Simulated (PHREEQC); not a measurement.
A solution holds 0.093 mol/kgw HF, 0.0056 mol/kgw NH4HF2 and 0.00089 mol/kgw H2SiF6, at 15 °C. Closed to the air; pH follows from the charge balance.

Equilibrium calculation in PHREEQC: ion-association model, wateq4f.dat.

| quantity | before | after |
|---|---|---|
| pH | 2.20 | 2.98 |
| ionic strength (mol/kgw) | 0.0135 | 0.00763 |
| HF (mol/kgw) | 0.0624 | 0.00588 |
| H2F2 (mol/kgw) | 0.0145 | 0.000128 |
| F- (mol/kgw) | 0.00886 | 0.00486 |
| HF2- (mol/kgw) | 0.00195 | 0.000100 |
| SI of Quartz (SiO2) | -8.29 | -3.64 |

Task: Which change was made?
(A) diluted 5-fold with water
(B) diluted 2-fold with water
(C) temperature from 15 to 35 °C
(D) HF left out
(E) 0.0091 mol/kgw H2SO4 added

Result: D, HF left out

No solid was allowed to form. wateq4f.dat counts part of the HF as a dimer, H2F2, which phreeqc.dat doesn't know; its constant is uncertain. SiF6-2 is the database's only silicon fluoride.
